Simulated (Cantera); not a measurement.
Charge: 1 mol CCl₄, 0.93 mol H₂, at 2898 K and 1.30 Pa.

Method: chemical equilibrium by Gibbs-energy minimisation in Cantera with the NASA 1993 tables (ideal gas, pure condensed phases). Rates play no part.

```tsv
species	before	after
H	0.275	0.719
Cl	0.592	0.148
C	0.122	0.122
H₂	7.54e-5	0.000515
C₂H	1.36e-5	3.56e-5
HCl	0.000237	0.000155
C₃	0.00487	0.00487
C₂	0.00566	0.00567
```
Gas species are given as mole fractions.

Problem. What was changed between the two runs?
A. temperature from 2898 K to 3273 K
B. temperature from 2898 K to 1750 K
C. temperature from 2898 K to 2448 K
D. CCl₄ replaced by CH₃Cl

Solution. D, CCl₄ replaced by CH₃Cl
